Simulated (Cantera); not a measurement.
**Equilibrium for silicon oxide and oxynitride deposition: Si₂H₆ + O₂**

Feed: 1 mol Si₂H₆, 0.052 mol O₂, held at 16000 Pa.

These are equilibrium values from Cantera (NASA tables, ideal gas, pure condensed phases), not measurements of a reactor. Candidate condensed phases: H₂O, Si, SiO₂; 18 gas species. The feed counts by its element totals alone. Mutual solubility and eutectic melting of coexisting phases are not modelled. The tables hold silica as quartz up to 1696 K and as liquid above; real silica turns to tridymite and cristobalite and melts near 1996 K. Gases not in the tables: Si₂H₆ and higher silanes. The numbers say what is thermodynamically allowed, not how fast it happens.

| T (K) | x H₂ | x SiO | x H | x Si | x SiH₂ | x SiH | n Si(s) | n SiO₂(β-quartz) | n Si(l) |
|---|---|---|---|---|---|---|---|---|---|
| 1125 | 1.000 | 3.34e-7 | 1.11e-7 | <1e-12 | 2.37e-9 | 4.39e-12 | 1.95 | 0.0520 | 0 |
| 1275 | 1.000 | 2.55e-5 | 1.84e-6 | 1.20e-10 | 4.94e-8 | 4.60e-10 | 1.95 | 0.0520 | 0 |
| 1425 | 0.999 | 0.000767 | 1.70e-5 | 1.01e-8 | 5.41e-7 | 1.79e-8 | 1.95 | 0.0508 | 0 |
| 1575 | 0.988 | 0.0119 | 0.000103 | 3.59e-7 | 3.71e-6 | 3.41e-7 | 1.93 | 0.0340 | 0 |
| 1725 | 0.966 | 0.0335 | 0.000456 | 6.34e-6 | 1.67e-5 | 3.56e-6 | 0 | 0 | 1.90 |
| 1875 | 0.965 | 0.0335 | 0.00161 | 5.66e-5 | 4.79e-5 | 2.06e-5 | 0 | 0 | 1.90 |
| 2025 | 0.961 | 0.0334 | 0.00472 | 0.000364 | 0.000117 | 9.14e-5 | 0 | 0 | 1.89 |
x: gas mole fraction; n: condensed amount in mol.

From 1125 K to 1575 K the condensed part is Si(s) + SiO₂(β-quartz). From 1725 K to 2025 K the condensed part is Si(l). The main Si-bearing gas is SiO throughout.
